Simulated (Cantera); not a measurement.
What does this Cantera script print?

```python
import numpy as np
import cantera as ct

gas_names = [...]  # 87 gases of nasa_gas.yaml made of C, H, Si
cond_names = """
    C(gr) C6H6(L) C7H8(L) C8H18(L),n-octa Si(cr) Si(L) SiC(b)
""".split()


# ... load() reads the species with a 1 bar reference pressure and builds the phases ...
atoms = {
    'SiH4': {'Si': 1, 'H': 4},
    'C2H4': {'C': 2, 'H': 4},
    'H2': {'H': 2},
}
top_T = {'C(gr)': 4500, 'SiC(b)': 3050}  # K; cautious upper limits of use, not melting points


# ... equilibrate(T, P, feed) seeds the gas with the atoms and calls Mixture.equilibrate('TP', solver="vcs", rtol=1e-11, max_steps=5000) ...
results = []
feed = {'SiH4': 1, 'C2H4': 0.86, 'H2': 2.6}  # mol
P = 133.322  # Pa
for T in [1398, 1498, 1598, 1698, 1798, 1898, 1998, 2098, 2198, 2298]:
    mix = equilibrate(T, P, feed)
    results.append((T, P, feed, dict(zip(mix.species_names, mix.species_moles))))

top = {s: max(r[3][s] / sum(r[3][g] for g in gas_names) for r in results) for s in gas_names}
cols = sorted((s for s in top if top[s] > 1e-05), key=lambda s: -top[s])[:8]
seen = [c for c in cond_names if any(r[3].get(c, 0) > 1e-12 for r in results)]
print("log10 of partial pressures in bar; condensed amounts in mol")
print(f"{'T/K':>10s}" + "".join(f"{s[:9]:>10s}" for s in cols + seen))
for T, P, feed, n in results:
    ng = sum(n[g] for g in gas_names)
    print(f"{T:10.4g}" + "".join(f"{np.log10(max(n[s] / ng * P / 1e5, 1e-99)):10.3f}" for s in cols)
          + "".join(f"{n.get(c, 0):10.4g}" for c in seen))
```

Output:

```
log10 of partial pressures in bar; condensed amounts in mol
       T/K        H2         H        Si      SiC2      Si2C C2H2,acet       SiH       Si2     C(gr)    SiC(b)
      1398    -2.875    -6.763   -11.431   -14.597   -14.624    -8.486   -12.167   -16.988    0.7199         1
      1498    -2.875    -6.203   -10.139   -12.904   -12.963    -7.930   -11.067   -15.180    0.7199         1
      1598    -2.876    -5.712    -9.010   -11.427   -11.515    -7.445   -10.107   -13.601    0.7197         1
      1698    -2.877    -5.278    -8.016   -10.127   -10.240    -7.019    -9.262   -12.210    0.7191    0.9999
      1798    -2.879    -4.893    -7.133    -8.974    -9.111    -6.643    -8.513   -10.977    0.7182    0.9996
      1898    -2.885    -4.549    -6.344    -7.946    -8.105    -6.309    -7.846    -9.875    0.7175    0.9976
      1998    -2.895    -4.242    -5.636    -7.023    -7.201    -6.016    -7.250    -8.886     0.722    0.9874
      2098    -2.916    -3.970    -4.995    -6.190    -6.387    -5.762    -6.717    -7.993     0.753    0.9411
      2198    -2.958    -3.733    -4.414    -5.434    -5.648    -5.554    -6.245    -7.183    0.8904    0.7491
      2298    -3.051    -3.544    -3.902    -4.765    -5.013    -5.420    -5.861    -6.481     1.404         0
```

Cantera equilibrium calculation (NASA polynomials, part measured and part estimated; ideal gas, pure solids and liquids). Gases not in the tables: Si2H6 and higher silanes.
